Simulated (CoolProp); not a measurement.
Vapour pressure (MPa) of toluene: the reference equation beside estimates from Tc = 318.6 °C, pc = 4.126 MPa, ω = 0.266. Clausius-Clapeyron is anchored at 188.45 °C with a constant enthalpy of vaporisation of 27.78 kJ/mol.

The numbers come from the reference Helmholtz-energy equation of state, Lemmon 2006 in CoolProp. It is a short technical equation, of lower accuracy than the large ones.

```csv
T (°C),reference,Clausius-Clapeyron,van der Waals,Redlich-Kwong,Soave-Redlich-Kwong,Peng-Robinson
132.35,0.1809,0.2233,0.7414,0.3007,0.1803,0.1802
151.05,0.2820,0.3210,0.9329,0.4397,0.2827,0.2810
169.75,0.4215,0.4477,1.154,0.6195,0.4247,0.4207
188.45,0.6077,0.6077,1.406,0.8457,0.6153,0.6080
207.05,0.8485,0.8044,1.689,1.122,0.8625,0.8512
225.75,1.156,1.044,2.008,1.457,1.179,1.163
244.45,1.541,1.330,2.361,1.854,1.573,1.554
263.15,2.015,1.666,2.750,2.317,2.057,2.035
281.85,2.594,2.055,3.177,2.852,2.641,2.620
300.55,3.298,2.500,3.641,3.462,3.337,3.322
```

Absolute difference from the reference over all 10 rows, mean and median: Clausius-Clapeyron 13.4 and 13.8 %, van der Waals 114.1 and 86.4 %, Redlich-Kwong 31.7 and 29.1 %, Soave-Redlich-Kwong 1.3 and 1.5 %, Peng-Robinson 0.5 and 0.5 %.
